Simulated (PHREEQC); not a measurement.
Solution (25 °C): 0.036 mol/kgw Cs2SO4. It is in equilibrium with CO2 at log p = -1 (atm). Otherwise closed; pH follows from the charge balance.

Computed with PHREEQC (ion-association model, wateq4f.dat).

Precipitation was switched off in this run.

Task: What pH does the model give?

Result: pH 4.59.

Task: In which forms is C present?

Result: CO2 98 %, HCO3- 2.2 % of the C.
